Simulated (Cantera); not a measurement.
A closed system holds: 1 mol SiH4, 0.56 mol HCl, 75 mol H2, at 1575 °C and 0.00160 bar.

Equilibrium computed with Cantera from the NASA thermochemical tables; the gas is ideal and each condensed phase is pure. Candidate condensed phases: Si; 19 gas species. The tables' values for SiCl are old estimates; treat these amounts as uncertain. Gases not in the tables: Si2H6 and higher silanes. Equilibrium is a limit: real reactors are often held back by kinetics, nucleation or transport.

Base state: H2 0.976, H 0.0131, HCl 0.00674, Si 0.00392, SiH 0.000154, SiCl2 0.000135, SiCl 7.01e-5, Cl 6.87e-5 (mole fractions); condensed: Si(l).

**Question.** What changes in the equilibrium state with this change: temperature from 1575 °C to 977 °C?

**Answer.** 
```json
[
 {"species": "H2", "before": "0.976", "after": "0.993"},
 {"species": "HCl", "before": "0.00674", "after": "0.00697"},
 {"species": "SiCl2", "before": "0.000135", "after": "0.000123"},
 {"species": "H", "before": "0.0131", "after": "1.20e-5"},
 {"species": "Si", "before": "0.00392", "after": "5.19e-9"},
 {"species": "SiH", "before": "0.000154", "after": "2.28e-9"},
 {"species": "Si2", "before": "2.73e-5", "after": "<1e-9"},
 {"species": "SiCl", "before": "7.01e-5", "after": "1.36e-8"},
 {"species": "Si(l), mol", "before": "0.656", "after": "0"},
 {"species": "Si(s), mol", "before": "0", "after": "0.990"}
]
```
